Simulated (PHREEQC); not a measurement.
A made-up water analysis in mg/L, 75 °C, pH 7.77, pe 2.6: Na 12.7; K 0.0187; Ca 6.67; Mg 2.5; Cl 17.1; S(6) as SO4 2.43; Alkalinity as HCO3 32.6; Fe(2) 0.0858; N(-3) as NH4 0.0782; Ba 0.0363.

Valence states are taken as typed.

The numbers come from PHREEQC with the ion-association model, phreeqc.dat.

Precipitation was switched off in this run.

### Question
Estimate the specific conductance, charge-balance error.

### Answer
specific conductance 280 µS/cm; charge-balance error 1.5 %.

### Question
In which forms is Fe present?

### Answer
Fe+2 67 %, FeOH+ 27 %, FeCO3 2.9 %, FeHCO3+ 2.8 %, Fe(OH)2 0.5 % of the Fe.

Species that the database lacks are ignored. Constants without temperature data keep their 25 °C values here.
